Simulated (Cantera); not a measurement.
What does this Cantera script print?

```python
import numpy as np
import cantera as ct

gas = ct.Solution("gri30.yaml")
gas.TPX = 1400, 27000, {'CH4': 1, 'CO2': 0.75, 'H2': 0.14}
reactor = ct.IdealGasConstPressureReactor(gas, energy="off", clone=False)
net = ct.ReactorNet([reactor])
net.rtol, net.atol = 1e-08, 1e-18
show = ['CH4', 'CO2', 'H2', 'HO2', 'OH', 'HCO', 'CH3']
times = np.geomspace(0.0009, 3, 10)

steps = ct.SolutionArray(gas, extra=["t"])
rows = []
print(f"{'t/s':>10s}{'T/K':>9s}{'P/Pa':>11s}" + "".join(f"{s:>11s}" for s in show))
for t in times:
    while net.time < t:
        t_next = net.step()
        steps.append(gas.state, t=t_next)
    rows.append([np.interp(t, steps.t, y) for y in (steps.T, steps.P, *steps(*show).X.T)])
    print(f"{t:10.3e}{rows[-1][0]:9.1f}{rows[-1][1]:11.4g}" + "".join(f"{x:11.3e}" for x in rows[-1][2:]))
rate = np.gradient(steps.T, steps.t)
print("integrator steps:", len(steps.t))
if steps.T.max() > steps.T[0] + 200:
    print(f"time of steepest temperature rise: {steps.t[rate.argmax()]:.4e} s")
gas.TPX = 1400, 27000, {'CH4': 1, 'CO2': 0.75, 'H2': 0.14}
gas.equilibrate("TP")
print(f"equilibrium (TP): T = {gas.T:.1f} K  " + "  ".join(f"{s} {gas[s].X[0]:.3e}" for s in show))
```

Output:

```
       t/s      T/K       P/Pa        CH4        CO2         H2        HO2         OH        HCO        CH3
 9.000e-04   1400.0    2.7e+04  5.291e-01  3.968e-01  7.408e-02  7.704e-18  3.651e-10  1.864e-14  1.846e-05
 2.217e-03   1400.0    2.7e+04  5.290e-01  3.968e-01  7.409e-02  1.359e-17  7.094e-10  4.030e-13  3.648e-05
 5.459e-03   1400.0    2.7e+04  5.290e-01  3.968e-01  7.412e-02  1.666e-17  9.695e-10  3.334e-12  4.998e-05
 1.344e-02   1400.0    2.7e+04  5.287e-01  3.967e-01  7.421e-02  1.865e-17  1.188e-09  1.408e-11  6.102e-05
 3.311e-02   1400.0    2.7e+04  5.281e-01  3.966e-01  7.447e-02  2.131e-17  1.541e-09  4.376e-11  7.782e-05
 8.155e-02   1400.0    2.7e+04  5.262e-01  3.959e-01  7.544e-02  2.429e-17  1.958e-09  8.025e-11  9.376e-05
 2.008e-01   1400.0    2.7e+04  5.208e-01  3.936e-01  7.876e-02  2.821e-17  2.353e-09  9.096e-11  9.765e-05
 4.946e-01   1400.0    2.7e+04  5.069e-01  3.872e-01  8.822e-02  3.694e-17  3.109e-09  8.887e-11  9.437e-05
 1.218e+00   1400.0    2.7e+04  4.745e-01  3.704e-01  1.099e-01  5.747e-17  5.026e-09  8.595e-11  8.701e-05
 3.000e+00   1400.0    2.7e+04  4.098e-01  3.295e-01  1.467e-01  9.686e-17  9.870e-09  9.571e-11  7.495e-05
integrator steps: 713
equilibrium (TP): T = 1400.0 K  CH4 3.478e-02  CO2 7.478e-07  H2 5.198e-01  HO2 5.659e-27  OH 5.128e-13  HCO 1.936e-09  CH3 9.094e-06
```

Computed with Cantera and GRI-Mech 3.0 (53 species, 325 reactions).
